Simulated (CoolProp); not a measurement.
Toluene along the isotherm 346.85 °C: density (kg/m³) from the reference equation and from simpler models built on Tc = 318.6 °C, pc = 41.26 bar, ω = 0.266; each cubic takes its own stable root.

Values from CoolProp's reference Helmholtz-energy equation of state, Lemmon 2006. It is a short technical equation, of lower accuracy than the large ones.

```tsv
p (bar)	phase	reference	van der Waals	Soave-Redlich-Kwong
0.652	gas	1.171	1.170	1.171
0.984	gas	1.772	1.770	1.771
1.48	gas	2.676	2.671	2.673
2.24	gas	4.074	4.063	4.068
3.38	gas	6.204	6.178	6.191
5.1	gas	9.493	9.433	9.463
7.69	gas	14.63	14.49	14.56
11.6	gas	22.86	22.53	22.68
17.5	gas	36.57	35.74	36.09
26.4	gas	61.28	59.16	59.89
39.8	gas	115.5	111.1	110.5
60.1	supercritical	357.1	288.8	285.6
90.7	supercritical	474.2	346.1	395.5
137	supercritical	529.1	383.9	460.9
206	supercritical	572.6	415.6	515.2
```
